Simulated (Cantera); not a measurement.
A closed system holds: 1 mol V, 2.4 mol H2O, 5.4 mol N2, held at 0.0143 Torr.

Method: chemical equilibrium by Gibbs-energy minimisation in Cantera with the NASA 1993 tables (ideal gas, pure condensed phases). Candidate condensed phases: H2O, V, VN, VO, V2O3, V2O4, V2O5; 28 gas species. Condensed phases not in the tables: the oxides between V2O3 and V2O5 other than VO2. The numbers say what is thermodynamically allowed, not how fast it happens.

**Question.** What share of the V ends up in condensed phases as a function of T (°C), at 875, 975, 1075, 1175, 1275, 1375, 1475, 1575, 1675, 1775, 1875?

**Answer.** 
```tsv
T (°C)	V condensed (%)	as
875	100.0	V2O3(s)
975	100.0	V2O3(s)
1075	100.0	V2O3(s)
1175	99.9	V2O3(s)
1275	99.3	V2O3(s)
1375	93.9	V2O3(s)
1475	60.3	V2O3(s)
1575	0.0	-
1675	0.0	-
1775	0.0	-
1875	0.0	-
```
